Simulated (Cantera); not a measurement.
An isothermal, constant-pressure homogeneous reactor starts with H2 : O2 : N2 = 0.38 : 1 : 1.8 (molar parts), at 1325 K and 20.0 Torr.

Computed with Cantera and the H2/O2 subset of GRI-Mech 3.0, which has no nitrogen chemistry. Radical loss at walls, strong at low pressure, is not modelled. The temperature is held fixed by assumption; the heat of reaction is taken as removed at once.

One state of this run: x H2 = 2.14e-7; x O2 = 0.271; x OH = 4.28e-5; x O = 9.36e-7; x H2O = 0.127. x: mole fraction; the columns are a selection and need not sum to one.

Question: Which value of t (s) does it belong to?
(A) 0.433
(B) 0.0730
(C) 1.00e-5
(D) 15.2

Answer: D, 15.2
